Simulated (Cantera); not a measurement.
A freely propagating, adiabatic, planar premixed flame of CH₃OH : O₂ : N₂ : H₂O = 1 : 1.15 : 4.34 : 0.013 (molar parts), unburnt at 398 K and 45000 Pa; mixture-averaged transport, grid criteria slope 0.08 and curve 0.16, no radiation.

Cantera simulation using GRI-Mech 3.0 (53 species, 325 reactions); the numbers are that mechanism's predictions, not measurements. GRI-Mech 3.0 was tuned for natural gas; its chemistry of methanol as a main component is partial and can be far from experiment. Burning velocities carry a grid error of a few per cent, more on coarse grids.

Task: Predict: laminar burning velocity; thermal thickness; peak x(C₂H₆); peak x(H₂O₂); peak x(C₂H).

Result: 
```
Property                     Result
------------------------  ---------
laminar burning velocity  88.6 cm/s
thermal thickness          0.517 mm
peak x(C₂H₆)                1.25e-6
peak x(H₂O₂)                0.00171
peak x(C₂H)                   <1e-8
```
